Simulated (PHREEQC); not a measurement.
Consider water at 20 °C with 0.0021 mol NiSO4, 0.16 mol ZnCl2, 0.0002 mol NaH2PO4 and 0.0012 mol NaCl per kg of water. Closed to the air; pH follows from the charge balance.

All values are PHREEQC results (ion-association model, wateq4f.dat), not measurements.

No solid was allowed to form.

Question: Order these Ni species by the share of Ni that they hold, largest first: NiCl2, NiSO4, Ni+2, NiCl+.

Answer: Ni+2 (78 %), NiCl+ (15 %), NiCl2 (6.7 %), NiSO4 (0.67 %)

Question: Order these Zn species by the share of Zn that they hold, largest first: ZnCl3-, ZnCl+, Zn+2, ZnSO4, ZnCl2.

Answer: Zn+2 (83 %), ZnCl+ (14 %), ZnCl2 (1.6 %), ZnSO4 (0.79 %), ZnCl3- (0.55 %)

The pH is 4.85 and the ionic strength 0.429 mol/kgw. The solution is supersaturated, for example in Zn3(PO4)2:4w, so a real one may precipitate; this is no full list. H3PO4, which wateq4f.dat lacks, is added to it with the constant of phreeqc.dat. The database has no phosphate complexes of Zn, Ni.
